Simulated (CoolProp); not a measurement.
Octamethylcyclotetrasiloxane (D4) along the isobar 5630 kPa: density (kg/m³) from the reference equation and from simpler models built on Tc = 586.5 K, pc = 1347 kPa, ω = 0.598; each cubic takes its own stable root.

Model: reference Helmholtz-energy equation of state, Thol 2015, in CoolProp.

```csv
T (K),phase,reference,van der Waals,Redlich-Kwong,Soave-Redlich-Kwong,Peng-Robinson
455,liquid,783.3,499.4,689.1,727.9,818.3
471.5,liquid,763.6,492.4,674.1,710.8,799.0
488,liquid,743.5,485.3,658.6,692.6,778.3
504.5,liquid,722.8,478.1,642.9,673.2,756.2
521,liquid,701.6,470.8,626.7,652.7,732.5
537.5,liquid,679.6,463.3,610.2,630.9,707.2
554,liquid,656.8,455.6,593.3,607.9,680.3
570.5,liquid,633.1,447.9,576.1,583.7,651.7
587,supercritical,608.4,440.0,558.5,558.3,621.6
603.5,supercritical,582.6,431.9,540.7,531.9,590.2
620,supercritical,555.8,423.8,522.7,504.7,557.9
```
